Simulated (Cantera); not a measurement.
A closed system holds: 1 mol Si, 0.37 mol H₂O, 24 mol N₂, at 1123.15 K and 1.00 bar.

Method: chemical equilibrium by Gibbs-energy minimisation in Cantera with the NASA 1993 tables (ideal gas, pure condensed phases). Candidate condensed phases: H₂O, Si, SiO₂, Si₂N₂O, Si₃N₄; 35 gas species. N₂ is the only nitrogen source here; it is nearly inert below about 1500 K, so the nitride shown seldom forms there in practice. Mutual solubility and eutectic melting of coexisting phases are not modelled. The numbers say what is thermodynamically allowed, not how fast it happens.

Base state: N₂ 0.984, H₂ 0.0155 (mole fractions); condensed: Si₂N₂O(s) + Si₃N₄(s).

### Question
What changes in the equilibrium state with this change: Si replaced by SiC?

### Answer
```csv
species,before,after
N₂,0.984,0.984
H₂,0.0155,0.0155
"Si₂N₂O(s), mol",0.370,0.370
"Si₃N₄(s), mol",0.0867,0.0867
"C(graphite), mol",0,1.000
```
Further candidate phases: C, C₆H₆, C₇H₈, C₈H₁₈, SiC.

### Question
What changes in the equilibrium state with this change: temperature from 1123.15 K to 2223.15 K?

### Answer
```csv
species,before,after
N₂,0.984,0.969
SiO,<1e-9,0.0149
H₂,0.0155,0.0145
Si,<1e-9,0.000460
H,5.32e-9,0.000773
"Si₂N₂O(s), mol",0.370,0
"Si₃N₄(s), mol",0.0867,0
"Si(l), mol",0,0.612
```
The tables' values for SiN are old estimates; treat these amounts as uncertain.
